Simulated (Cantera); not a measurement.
A Cantera script and its output.

```python
import numpy as np
import cantera as ct

gas = ct.Solution("h2o2.yaml")
gas.TPX = 1423, 1333, {'H2': 0.0055, 'O2': 2.4}
reactor = ct.IdealGasConstPressureReactor(gas, energy="off", clone=False)
net = ct.ReactorNet([reactor])
net.rtol, net.atol = 1e-08, 1e-18
show = ['H2', 'O2', 'H2O', 'HO2', 'OH']
times = np.geomspace(3e-06, 10, 9)

steps = ct.SolutionArray(gas, extra=["t"])
rows = []
print(f"{'t/s':>10s}{'T/K':>9s}{'P/Pa':>11s}" + "".join(f"{s:>11s}" for s in show))
for t in times:
    while net.time < t:
        t_next = net.step()
        steps.append(gas.state, t=t_next)
    rows.append([np.interp(t, steps.t, y) for y in (steps.T, steps.P, *steps(*show).X.T)])
    print(f"{t:10.3e}{rows[-1][0]:9.1f}{rows[-1][1]:11.4g}" + "".join(f"{x:11.3e}" for x in rows[-1][2:]))
rate = np.gradient(steps.T, steps.t)
print("integrator steps:", len(steps.t))
if steps.T.max() > steps.T[0] + 200:
    print(f"time of steepest temperature rise: {steps.t[rate.argmax()]:.4e} s")
gas.TPX = 1423, 1333, {'H2': 0.0055, 'O2': 2.4}
gas.equilibrate("TP")
print(f"equilibrium (TP): T = {gas.T:.1f} K  " + "  ".join(f"{s} {gas[s].X[0]:.3e}" for s in show))
```

Output:

```
       t/s      T/K       P/Pa         H2         O2        H2O        HO2         OH
 3.000e-06   1423.0       1333  2.286e-03  9.977e-01  1.689e-14  2.188e-10  1.724e-11
 1.961e-05   1423.0       1333  2.286e-03  9.977e-01  3.760e-12  1.431e-09  5.556e-10
 1.282e-04   1423.0       1333  2.286e-03  9.977e-01  4.378e-10  9.348e-09  8.199e-09
 8.379e-04   1423.0       1333  2.286e-03  9.977e-01  2.831e-08  6.084e-08  8.042e-08
 5.477e-03   1423.0       1333  2.275e-03  9.977e-01  7.492e-06  3.771e-07  6.650e-06
 3.580e-02   1423.0       1333  2.125e-06  9.955e-01  2.114e-03  8.657e-08  3.251e-04
 2.340e-01   1423.0       1333  1.923e-06  9.957e-01  2.123e-03  8.240e-08  3.111e-04
 1.530e+00   1423.0       1333  1.182e-06  9.964e-01  2.161e-03  6.238e-08  2.440e-04
 1.000e+01   1423.0       1333  2.093e-07  9.975e-01  2.237e-03  2.352e-08  1.028e-04
integrator steps: 961
equilibrium (TP): T = 1423.0 K  H2 1.270e-08  O2 9.977e-01  H2O 2.276e-03  HO2 1.794e-08  OH 2.538e-05
```

Detailed kinetics in Cantera: the H2/O2 subset of GRI-Mech 3.0, which has no nitrogen chemistry. Radical loss at walls, strong at low pressure, is not modelled.
